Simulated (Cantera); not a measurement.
Input: 1 mol SiH₄, 7.2 mol O₂, 0.84 mol N₂O, equilibrated at 1775 K and 1600 Pa.

Equilibrium computed with Cantera from the NASA thermochemical tables; the gas is ideal and each condensed phase is pure. Candidate condensed phases: H₂O, Si, SiO₂, Si₂N₂O, Si₃N₄; 35 gas species. The tables hold silica as quartz up to 1696 K and as liquid above; real silica turns to tridymite and cristobalite and melts near 1996 K. Rates play no part.

### Question
What is the equilibrium state?

### Answer
* **x(O₂)**: 0.661
* **x(H₂O)**: 0.234
* **x(N₂)**: 0.0980
* **x(OH)**: 0.00339
* **x(NO)**: 0.00239
* **x(O)**: 0.000615
* **x(H₂)**: 9.69e-5
* **x(H)**: 2.25e-5
* **x(NO₂)**: 1.42e-6
* **n(SiO₂(condensed))**: 1.000 mol
* **gas amount**: 8.470 mol
* **log10 activity of Si(l) (absent)**: -15.51
